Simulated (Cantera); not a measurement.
A closed system holds: 1 mol BN, 7.8 mol O₂, 37 mol H₂, at 2.00 mbar.

Method: chemical equilibrium by Gibbs-energy minimisation in Cantera with the NASA 1993 tables (ideal gas, pure condensed phases). Candidate condensed phases: B, BN, B₂O₃, B₃O₃H₃, H₂O; 39 gas species. Gases not in the tables: H₃BO₃. Rates play no part. All values below are at 1500 K.

Base state: H₂ 0.602, H₂O 0.358, HBO₂ 0.0261, N₂ 0.0132, H 0.000305, B₂O₃ 7.05e-5, HBO 2.40e-5 (mole fractions); condensed: gas only.

What changes in the equilibrium state with this change: 1.7 mol Cl₂ added?


```json
[
 {"species": "H₂", "before": "0.602", "after": "0.534"},
 {"species": "H₂O", "before": "0.358", "after": "0.343"},
 {"species": "HCl", "before": "0", "after": "0.0856"},
 {"species": "HBO₂", "before": "0.0261", "after": "0.0250"},
 {"species": "N₂", "before": "0.0132", "after": "0.0126"},
 {"species": "Cl", "before": "0", "after": "3.72e-5"},
 {"species": "HBO", "before": "2.40e-5", "after": "2.13e-5"}
]
```
Further candidate phases: NH₄Cl.

What changes in the equilibrium state with this change: O₂ from 7.8 to 1.5 mol?


```tsv
species	before	after
H₂	0.602	0.933
H₂O	0.358	0.0276
HBO₂	0.0261	0.0243
N₂	0.0132	0.0132
HBO	2.40e-5	0.000449
B₂O₃	7.05e-5	0.000789
H	0.000305	0.000380
```
